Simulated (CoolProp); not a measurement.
A single-stage vapour-compression cycle with dimethyl ether: evaporating at 221.15 K (dew point), condensing at 275.15 K (bubble point), superheat 0 K, subcooling 0 K, compressor efficiency 0.85, no pressure losses. Each further row changes one setting.

The numbers come from the reference Helmholtz-energy equation of state, Wu 2011 in CoolProp.

```
case                              cooling COP  pressure ratio  discharge temperature (K)  refrigerating effect (kJ/kg)  volumetric capacity (kJ/m³)
--------------------------------  -----------  --------------  -------------------------  ----------------------------  ---------------------------
as stated                                2.87            10.9                      321.3                           374                          248
evaporating temperature 226.15 K         3.30            8.29                 (withheld)                           379                   (withheld)
condensing temperature 270.15 K          3.23            9.18                 (withheld)                           385                          256
subcooling 5 K                           2.96            10.9                      321.3                           385                          256
superheat 10 K                     (withheld)            10.9                 (withheld)                           386                   (withheld)
compressor efficiency 0.75               2.53            10.9                 (withheld)                           374                          248
```

Q: What belongs in the gaps?

A: 
- evaporating temperature 226.15 K, discharge temperature (K): 315.1
- evaporating temperature 226.15 K, volumetric capacity (kJ/m³): 326
- condensing temperature 270.15 K, discharge temperature (K): 313.4
- superheat 10 K, cooling COP: 2.84
- superheat 10 K, discharge temperature (K): 333.0
- superheat 10 K, volumetric capacity (kJ/m³): 245
- compressor efficiency 0.75, discharge temperature (K): 332.3
